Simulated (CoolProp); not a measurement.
Toluene along the isotherm 620 K: fugacity coefficient from the reference equation and from simpler models built on Tc = 591.7 K, pc = 4.126 MPa, ω = 0.266; each cubic takes its own stable root.

Values from CoolProp's reference Helmholtz-energy equation of state, Lemmon 2006. It is a short technical equation, of lower accuracy than the large ones.

```
p (MPa)          phase  reference
-------  -------------  ---------
0.86               gas     0.9354
1.72               gas     0.8726
2.58               gas     0.8113
3.44               gas     0.7513
4.3      supercritical     0.6920
5.16     supercritical     0.6323
6.02     supercritical     0.5719
6.88     supercritical     0.5205
7.74     supercritical     0.4795
8.6      supercritical     0.4463
9.46     supercritical     0.4192
10.3     supercritical     0.3970
```

Task: How far does each simpler model (van der Waals, Redlich-Kwong, Soave-Redlich-Kwong, Peng-Robinson) lie from the reference over these 12 states: mean and median of the absolute difference, and the worst?

Result: 
- van der Waals: mean 5.4 %, median 4.5 %, worst +10.9 % at 620 K and 10.3 MPa
- Redlich-Kwong: mean 2.3 %, median 1.8 %, worst +4.9 % at 620 K and 10.3 MPa
- Soave-Redlich-Kwong: mean 4.3 %, median 4.0 %, worst +8.5 % at 620 K and 10.3 MPa
- Peng-Robinson: mean 0.8 %, median 0.6 %, worst +2.0 % at 620 K and 10.3 MPa
